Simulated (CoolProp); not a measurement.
Values from CoolProp's reference Helmholtz-energy equation of state, Akasaka 2019.

Question: For R1234ze(Z), give the phase and the density (kg/m³), cp (kJ/(kg K)), isothermal compressibility (1/MPa), expansivity (1/kK) at 385.5 K and 19.9 bar; 408.8 K and 19.9 bar; 416.6 K and 19.9 bar.

Answer: 
- 385.5 K and 19.9 bar: liquid; density 929, cp 1.72, isothermal compressibility 0.0208, expansivity 5.84
- 408.8 K and 19.9 bar: gas; density 94.7, cp 1.38, isothermal compressibility 0.780, expansivity 7.82
- 416.6 K and 19.9 bar: gas; density 89.5, cp 1.33, isothermal compressibility 0.733, expansivity 6.74
